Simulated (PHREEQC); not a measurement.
Solution (20 °C): 0.0038 mol/kgw CuSO4, 0.22 mol/kgw H2SO4 and 0.00037 mol/kgw KCl. Closed to the air; pH follows from the charge balance.

Computed with PHREEQC (ion-association model, wateq4f.dat).

```json
{
 "pH": "0.71",
 "ionic_strength": "0.287 mol/kgw",
 "activity_of_water": "0.992",
 "total_alkalinity": "-440 meq/kg"
}
```

```json
[
 {"species": "H+", "molality": "0.248", "activity": "0.195", "log γ": "-0.105"},
 {"species": "HSO4-", "molality": "0.192", "activity": "0.135", "log γ": "-0.151"},
 {"species": "SO4-2", "molality": "0.0308", "activity": "0.00795", "log γ": "-0.589"},
 {"species": "Cu+2", "molality": "0.00265", "activity": "0.000785", "log γ": "-0.528"},
 {"species": "CuSO4", "molality": "0.00115", "activity": "0.00123", "log γ": "0.029"},
 {"species": "Cl-", "molality": "0.000369", "activity": "0.000253", "log γ": "-0.164"},
 {"species": "K+", "molality": "0.000353", "activity": "0.000242", "log γ": "-0.164"},
 {"species": "KSO4-", "molality": "1.71e-5", "activity": "1.24e-5", "log γ": "-0.139"},
 {"species": "CuCl+", "molality": "6.02e-7", "activity": "4.18e-7", "log γ": "-0.159"}
]
```

This is a speciation only: nothing precipitates in the calculation.
